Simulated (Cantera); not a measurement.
A freely propagating, adiabatic, planar premixed flame of 20.1 % H₂, 16.8 % O₂, 63.1 % N₂, equivalence ratio 0.60, unburnt at 525 K and 0.390 bar; mixture-averaged transport, grid criteria slope 0.08 and curve 0.16, no radiation.

Computed with Cantera and the H2/O2 subset of GRI-Mech 3.0, which has no nitrogen chemistry. Burning velocities carry a grid error of a few per cent, more on coarse grids. Lean hydrogen flames are cellular in practice and burn faster than this planar one.

### Question
Predict: laminar burning velocity; thermal thickness; peak x(H); peak x(OH); peak x(O).

### Answer
```
Property                    Result
------------------------  --------
laminar burning velocity  334 cm/s
thermal thickness          1.39 mm
peak x(H)                   0.0282
peak x(OH)                  0.0112
peak x(O)                   0.0130
```
